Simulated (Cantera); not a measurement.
A closed system holds: 1 mol Si, 1 mol Cl2, a varied amount of N2, equilibrated at 900 K and 1.00 bar.

Cantera equilibrium calculation (NASA polynomials, part measured and part estimated; ideal gas, pure solids and liquids). Candidate condensed phases: Si, Si3N4; 13 gas species. N2 is the only nitrogen source here; it is nearly inert below about 1500 K, so the nitride shown seldom forms there in practice. The numbers say what is thermodynamically allowed, not how fast it happens.

Problem. Which condensed phases are stable at each of these points (n(N2) (mol)): 0.27, 0.36, 0.47, 0.63, 0.83, 1.1, 1.4, 1.9, 2.5, 3.3, 4.4?

Solution. 
| n(N2) (mol) | condensed phases | Si condensed (%) |
|---|---|---|
| 0.27 | Si(s) + Si3N4(s) | 50.0 |
| 0.36 | Si3N4(s) | 50.0 |
| 0.47 | Si3N4(s) | 50.0 |
| 0.63 | Si3N4(s) | 50.0 |
| 0.83 | Si3N4(s) | 50.0 |
| 1.1 | Si3N4(s) | 50.0 |
| 1.4 | Si3N4(s) | 50.0 |
| 1.9 | Si3N4(s) | 50.0 |
| 2.5 | Si3N4(s) | 50.0 |
| 3.3 | Si3N4(s) | 50.0 |
| 4.4 | Si3N4(s) | 50.0 |

At 0.27 mol N2 the condensed part is Si(s) + Si3N4(s). From 0.36 mol N2 to 4.4 mol N2 the condensed part is Si3N4(s).
